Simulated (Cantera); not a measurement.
An isothermal, constant-pressure homogeneous reactor starts with 0.826 % C2H6, 99.2 % N2, at 1673 K and 0.0133 bar.

Model: GRI-Mech 3.0 (53 species, 325 reactions), integrated in Cantera. GRI-Mech 3.0 stops at C3 and has no aromatics, soot or wall deposition, so with more carbon than oxygen in the feed, carbon stays in small species such as C2H2 where larger ones or solid carbon would form. Radical loss at walls, strong at low pressure, is not modelled.

One state of this run: x C2H6 = 7.41e-8; x C2H2 = 0.00783; x C2H4 = 9.82e-6; x CH2 = 6.18e-7; x CH3 = 8.02e-5; x H = 0.000134; x H2 = 0.0154. x: mole fraction; the columns are a selection and need not sum to one.

**Question.** Which value of t (s) does it belong to?
A) 3.78
B) 300
C) 0.00535
D) 0.142

**Answer.** D, 0.142
